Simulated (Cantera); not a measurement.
Input: 1 mol SiH₂Cl₂, 0.041 mol C₃H₈, 160 mol H₂, equilibrated at 1900 K and 0.100 bar.

Method: chemical equilibrium by Gibbs-energy minimisation in Cantera with the NASA 1993 tables (ideal gas, pure condensed phases). Candidate condensed phases: C, C₆H₆, C₇H₈, C₈H₁₈, Si, SiC; 109 gas species. Mutual solubility and eutectic melting of coexisting phases are not modelled. The tables' values for SiCl are old estimates; treat these amounts as uncertain. Gases not in the tables: Si₂H₆ and higher silanes. Kinetics and transport are ignored.

Base state: H₂ 0.985, HCl 0.0115, H 0.00249, SiCl₂ 0.000366, Si 0.000126, SiH₂ 5.75e-5, SiH 3.44e-5, SiCl 2.29e-5 (mole fractions); condensed: Si(l) + SiC(s).

Task: What changes in the equilibrium state with this change: temperature from 1900 K to 1848.15 K?

Result: 
```json
[
 {"species": "H₂", "before": "0.985", "after": "0.986"},
 {"species": "HCl", "before": "0.0115", "after": "0.0115"},
 {"species": "H", "before": "0.00249", "after": "0.00167"},
 {"species": "Si", "before": "0.000126", "after": "6.29e-5"},
 {"species": "SiCl₂", "before": "0.000366", "after": "0.000389"},
 {"species": "SiH", "before": "3.44e-5", "after": "1.97e-5"},
 {"species": "SiCl", "before": "2.29e-5", "after": "1.51e-5"},
 {"species": "Cl", "before": "2.20e-5", "after": "1.48e-5"},
 {"species": "SiH₂", "before": "5.75e-5", "after": "4.11e-5"},
 {"species": "Si(l), mol", "before": "0.778", "after": "0.791"},
 {"species": "SiC(s), mol", "before": "0.122", "after": "0.122"}
]
```

Task: What changes in the equilibrium state with this change: temperature from 1900 K to 2623.15 K?

Result: 
| species | before | after |
|---|---|---|
| H₂ | 0.985 | 0.859 |
| H | 0.00249 | 0.124 |
| HCl | 0.0115 | 0.0104 |
| Si | 0.000126 | 0.00520 |
| SiC₂ | 4.40e-9 | 3.69e-5 |
| C₂H₂ (acetylene) | 5.19e-7 | 0.000298 |
| SiCl₂ | 0.000366 | 7.65e-6 |
| Cl | 2.20e-5 | 0.00104 |
| Si(l), mol | 0.778 | 0 |
| SiC(s), mol | 0.122 | 0 |
